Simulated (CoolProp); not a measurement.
Vapour-liquid equilibrium of ethylene (1) + ethane (2) at 1.76 MPa; x and y are mole fractions of (1).

Computed with CoolProp (multi-fluid Helmholtz-energy mixture model, Smukala 2000 and Bücker 2006; pair parameters Bell 2016).

```json
[
 {"x": "0.05", "bubble temperature (°C)": "-13.7", "y at the bubble point": "0.077", "dew temperature at overall composition x (°C)": "-13.1", "liquid density (mol/L)": "14.30"},
 {"x": "0.2", "bubble temperature (°C)": "-17.9", "y at the bubble point": "0.279", "dew temperature at overall composition x (°C)": "-16.2", "liquid density (mol/L)": "14.58"},
 {"x": "0.35", "bubble temperature (°C)": "-21.4", "y at the bubble point": "0.449", "dew temperature at overall composition x (°C)": "-19.3", "liquid density (mol/L)": "14.84"},
 {"x": "0.5", "bubble temperature (°C)": "-24.5", "y at the bubble point": "0.598", "dew temperature at overall composition x (°C)": "-22.5", "liquid density (mol/L)": "15.09"},
 {"x": "0.65", "bubble temperature (°C)": "-27.4", "y at the bubble point": "0.732", "dew temperature at overall composition x (°C)": "-25.6", "liquid density (mol/L)": "15.34"},
 {"x": "0.8", "bubble temperature (°C)": "-30.0", "y at the bubble point": "0.855", "dew temperature at overall composition x (°C)": "-28.8", "liquid density (mol/L)": "15.60"},
 {"x": "0.95", "bubble temperature (°C)": "-32.6", "y at the bubble point": "0.966", "dew temperature at overall composition x (°C)": "-32.2", "liquid density (mol/L)": "15.84"}
]
```

No azeotrope shows between x = 0.05 and 0.95.

The pair parameters rest on a limited set of measurements; away from them the model extrapolates.
